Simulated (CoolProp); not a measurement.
Vapour-liquid equilibrium of dimethyl ether (1) + isobutane (2) at 0.0144 MPa; x and y are mole fractions of (1).

Computed with CoolProp (multi-fluid Helmholtz-energy mixture model, Wu 2011 and Bücker 2006; pair parameters Bell 2016).

| x | bubble temperature, mixture model (K) | bubble temperature, Raoult's law (K) | y, mixture model | y, Raoult's law |
|---|---|---|---|---|
| 0.05 | 218.4 | 219.8 | 0.154 | 0.084 |
| 0.15 | 215.6 | 218.6 | 0.350 | 0.235 |
| 0.25 | 213.9 | 217.6 | 0.469 | 0.368 |
| 0.35 | 212.7 | 216.5 | 0.551 | 0.485 |
| 0.45 | 211.9 | 215.6 | 0.614 | 0.589 |
| 0.55 | 211.4 | 214.7 | 0.667 | 0.681 |
| 0.65 | 211.0 | 213.8 | 0.719 | 0.765 |
| 0.75 | 210.8 | 213.1 | 0.775 | 0.840 |
| 0.85 | 210.8 | 212.3 | 0.843 | 0.908 |
| 0.95 | 211.0 | 211.6 | 0.937 | 0.971 |

The largest gap from Raoult's law is -3.8 K in bubble temperature, at x = 0.35. y crosses x between x = 0.75 and 0.85: the model has an azeotrope there.

Pair parameters are fitted to limited data, so mixtures are less certain than the pure fluids.
